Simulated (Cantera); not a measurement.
Chlorosilane synthesis and conversion: Si + Cl2 + H2

Charge: 1 mol Si, 0.82 mol Cl2, 5.5 mol H2, held at 0.270 bar.

Method: chemical equilibrium by Gibbs-energy minimisation in Cantera with the NASA 1993 tables (ideal gas, pure condensed phases). Candidate condensed phases: Si; 19 gas species. The tables' values for SiCl3 are old estimates; treat these amounts as uncertain. Kinetics and transport are ignored.

```tsv
T (K)	x H2	x HCl	x SiCl2	x SiCl4	x SiHCl3	x SiCl3	x SiH2Cl2	x H	n Si(s)
750	0.922	0.000784	5.77e-7	0.0494	0.0263	1.24e-5	0.00103	<1e-12	0.549
850	0.921	0.00301	1.17e-5	0.0495	0.0252	9.03e-5	0.00112	3.78e-11	0.554
950	0.917	0.00859	0.000123	0.0487	0.0238	0.000423	0.00119	1.03e-9	0.563
1050	0.909	0.0197	0.000799	0.0459	0.0220	0.00142	0.00120	1.49e-8	0.579
1150	0.895	0.0380	0.00356	0.0400	0.0191	0.00361	0.00115	1.36e-7	0.599
1250	0.873	0.0627	0.0113	0.0299	0.0148	0.00688	0.00100	8.69e-7	0.615
1350	0.849	0.0885	0.0260	0.0173	0.00948	0.00948	0.000759	4.22e-6	0.615
1450	0.828	0.107	0.0428	0.00709	0.00472	0.00912	0.000487	1.66e-5	0.600
1550	0.818	0.116	0.0549	0.00227	0.00196	0.00669	0.000277	5.48e-5	0.585
```
x: gas mole fraction; n: condensed amount in mol.

From 750 K to 1550 K the condensed part is Si(s). The main Si-bearing gas is SiCl4 at 750 K and SiCl2 at 1550 K.
